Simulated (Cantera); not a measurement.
An adiabatic, constant-volume homogeneous reactor starts with CH4 : H2 : O2 : N2 : CO2 = 1 : 0.085 : 1.7 : 11.9 : 0.96 (molar parts), at 1175 K and 750 Torr. Integrator tolerance rtol = 1e-08.

Computed with Cantera and GRI-Mech 3.0 (53 species, 325 reactions).

### Question
What does this change do: O2 1.7 to 2.4 parts?

### Answer
```tsv
quantity	before	after
time of steepest temperature rise	55.6 ms	32.2 ms
temperature at 1.00 s	2400 K	2506 K
equilibrium temperature	2400 K	2506 K
x(CH4) at 1.00 s	<1e-12 (gas-phase equilibrium <1e-12)	<1e-12 (gas-phase equilibrium <1e-12)
x(H2) at 1.00 s	0.00913 (gas-phase equilibrium 0.00913)	0.00313 (gas-phase equilibrium 0.00313)
x(O2) at 1.00 s	0.00107 (gas-phase equilibrium 0.00107)	0.0252 (gas-phase equilibrium 0.0252)
x(CH2O) at 1.00 s	2.91e-10 (gas-phase equilibrium 2.91e-10)	4.52e-11 (gas-phase equilibrium 4.52e-11)
x(HCO) at 1.00 s	1.40e-8 (gas-phase equilibrium 1.40e-8)	5.02e-9 (gas-phase equilibrium 5.02e-9)
```
